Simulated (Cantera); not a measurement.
Feed: 1 mol SiH4, 2.7 mol HCl, 4.6 mol N2, equilibrated at 1450 °C and 13.3 mbar.

Cantera equilibrium calculation (NASA polynomials, part measured and part estimated; ideal gas, pure solids and liquids). Candidate condensed phases: NH4Cl, Si, Si3N4; 28 gas species. The tables' values for SiCl3, SiCl are old estimates; treat these amounts as uncertain. Rates play no part.

Base state: N2 0.487, H2 0.305, HCl 0.121, SiCl2 0.0844, SiCl3 0.00153, H 0.000872, Cl 0.000268, SiCl 0.000133 (mole fractions); condensed: Si3N4(s).

Question: What changes in the equilibrium state with this change: HCl from 2.7 to 0.018 mol?

Answer: 
```tsv
species	before	after
N2	0.487	0.661
H2	0.305	0.335
HCl	0.121	0.00294
SiCl2	0.0844	3.71e-5
SiCl3	0.00153	1.56e-8
SiCl4	5.23e-5	<1e-9
SiHCl3	2.72e-5	<1e-9
SiCl	0.000133	2.51e-6
Si3N4(s), mol	0.0703	0.333
```
